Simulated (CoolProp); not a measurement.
Saturation properties of decamethylcyclopentasiloxane (D5).

Values from CoolProp's reference Helmholtz-energy equation of state, Thol 2019.

```tsv
T (K)	p (kPa)	liquid density (kg/m³)	vapour density (kg/m³)	enthalpy of vaporisation (kJ/kg)	surface tension (mN/m)
439.3	30.80	799.0	3.252	125.4	8.24
446.2	37.79	790.8	3.953	123.1	7.81
453.1	45.97	782.5	4.771	120.8	7.39
460	55.49	774.0	5.718	118.4	6.98
466.9	…	765.4	6.810	116.1	6.57
473.8	79.11	756.6	8.064	113.6	6.17
480.7	…	747.6	9.498	…	5.77
487.5	109.6	…	11.11	108.7	5.39
494.4	128.1	729.2	12.96	106.2	5.01
```

Question: What belongs in the gaps?

Answer: 
- 466.9, p (kPa): 66.49
- 480.7, p (kPa): 93.52
- 480.7, enthalpy of vaporisation (kJ/kg): 111.2
- 487.5, liquid density (kg/m³): 738.6

It boils at 484.1 K under 1 atm.

Surface tension comes from a separate correlation (Mulero 2014), older than this fluid's equation and unchecked against measurements.
